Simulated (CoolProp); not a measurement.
Saturation properties of acetone (Tc = 508.1 K, pc = 46.92 bar, ω = 0.307).

The numbers come from the reference Helmholtz-energy equation of state, Lemmon 2006 in CoolProp. It is a short technical equation, of lower accuracy than the large ones.

```json
[
 {"T (K)": "233", "p (bar)": "0.007134", "liquid density (kg/m³)": "855.0", "vapour density (kg/m³)": "0.02144", "enthalpy of vaporisation (kJ/kg)": "596.9", "liquid cp (kJ/(kg K))": "2.028", "surface tension (mN/m)": "31.1"},
 {"T (K)": "261.3", "p (bar)": "0.04798", "liquid density (kg/m³)": "824.9", "vapour density (kg/m³)": "0.1293", "enthalpy of vaporisation (kJ/kg)": "570.2", "liquid cp (kJ/(kg K))": "2.067", "surface tension (mN/m)": "___"},
 {"T (K)": "289.5", "p (bar)": "0.2089", "liquid density (kg/m³)": "794.2", "vapour density (kg/m³)": "0.5143", "enthalpy of vaporisation (kJ/kg)": "542.9", "liquid cp (kJ/(kg K))": "2.123", "surface tension (mN/m)": "23.8"},
 {"T (K)": "317.7", "p (bar)": "0.6719", "liquid density (kg/m³)": "762.4", "vapour density (kg/m³)": "1.540", "enthalpy of vaporisation (kJ/kg)": "513.9", "liquid cp (kJ/(kg K))": "2.195", "surface tension (mN/m)": "20.3"},
 {"T (K)": "345.9", "p (bar)": "1.736", "liquid density (kg/m³)": "728.8", "vapour density (kg/m³)": "3.778", "enthalpy of vaporisation (kJ/kg)": "482.5", "liquid cp (kJ/(kg K))": "2.284", "surface tension (mN/m)": "16.8"},
 {"T (K)": "374.1", "p (bar)": "3.815", "liquid density (kg/m³)": "692.6", "vapour density (kg/m³)": "8.055", "enthalpy of vaporisation (kJ/kg)": "447.5", "liquid cp (kJ/(kg K))": "2.394", "surface tension (mN/m)": "13.5"},
 {"T (K)": "402.3", "p (bar)": "7.421", "liquid density (kg/m³)": "___", "vapour density (kg/m³)": "15.61", "enthalpy of vaporisation (kJ/kg)": "407.2", "liquid cp (kJ/(kg K))": "2.532", "surface tension (mN/m)": "10.3"},
 {"T (K)": "430.5", "p (bar)": "13.16", "liquid density (kg/m³)": "606.5", "vapour density (kg/m³)": "28.53", "enthalpy of vaporisation (kJ/kg)": "359.0", "liquid cp (kJ/(kg K))": "2.723", "surface tension (mN/m)": "7.16"},
 {"T (K)": "458.7", "p (bar)": "21.77", "liquid density (kg/m³)": "550.8", "vapour density (kg/m³)": "51.14", "enthalpy of vaporisation (kJ/kg)": "297.9", "liquid cp (kJ/(kg K))": "3.046", "surface tension (mN/m)": "4.24"},
 {"T (K)": "486.9", "p (bar)": "34.18", "liquid density (kg/m³)": "473.8", "vapour density (kg/m³)": "___", "enthalpy of vaporisation (kJ/kg)": "209.7", "liquid cp (kJ/(kg K))": "3.981", "surface tension (mN/m)": "1.59"}
]
```

### Question
What belongs in the gaps?

### Answer

- 261.3, surface tension (mN/m): 27.4
- 402.3, liquid density (kg/m³): 652.5
- 486.9, vapour density (kg/m³): 96.57

It boils at 329.2 K under 1 atm.

Surface tension comes from a separate correlation (Mulero 2012).
